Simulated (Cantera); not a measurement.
## C₂H₄ + CO₂ + N₂ (carbon deposition, reforming and gasification)

Feed: 1 mol C₂H₄, 0.093 mol CO₂, 8.4 mol N₂, at 260000 Pa.

Equilibrium computed with Cantera from the NASA thermochemical tables; the gas is ideal and each condensed phase is pure. Candidate condensed phases: C, C₆H₆, C₇H₈, C₈H₁₈, H₂O; 136 gas species. The numbers say what is thermodynamically allowed, not how fast it happens.

From 648 K to 1848 K the condensed part is C(graphite). The main C-bearing gas is CH₄ at 648 K and CO at 1848 K. The share of C in condensed phases is highest at 1448 K (90.8 %) and lowest at 648 K (63.8 %).

```tsv
T (K)	x N₂	x H₂	x CH₄	x H₂O	x CO	x HCN	n C(graphite)
648	0.870	0.0331	0.0779	0.0179	7.54e-5	1.41e-10	1.33
848	0.826	0.129	0.0278	0.0113	0.00455	9.55e-8	1.75
1048	0.799	0.179	0.00486	0.00139	0.0160	4.08e-6	1.87
1248	0.794	0.187	0.00101	0.000130	0.0174	4.79e-5	1.90
1448	0.794	0.188	0.000307	2.18e-5	0.0176	0.000279	1.90
1648	0.793	0.188	0.000123	5.59e-6	0.0176	0.00105	1.89
1848	0.792	0.187	6.00e-5	1.93e-6	0.0176	0.00297	1.87
```
x: gas mole fraction; n: condensed amount in mol.
